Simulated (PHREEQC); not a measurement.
**Acid mine or pickling water: speciation**

A made-up water analysis in mg/L, 90 °C, pH 3.37, pe 11.6: Na 606; K 289; Ca 130; Mg 74; Cl 349; S(6) as SO4 2140; Mn(2) 1.88; Cu(2) 1.11; Al 70.3.

Valence states are taken as typed.

Computed with PHREEQC (ion-association model, wateq4f.dat).

No solid was allowed to form.

Problem. Estimate the ionic strength.

Solution. ionic strength 0.0577 mol/kgw.

Problem. In which forms is Al present?

Solution. AlSO4+ 70 %, Al(SO4)2- 15 %, Al+3 8.9 %, AlOH+2 4.0 %, Al(OH)2+ 1.8 % of the Al.

The solution is supersaturated, for example in Boehmite (slow to form), Gibbsite (slow to form), so a real one may precipitate; this is no full list. Complexes and solids missing from the database can't appear. Constants without temperature data keep their 25 °C values here.
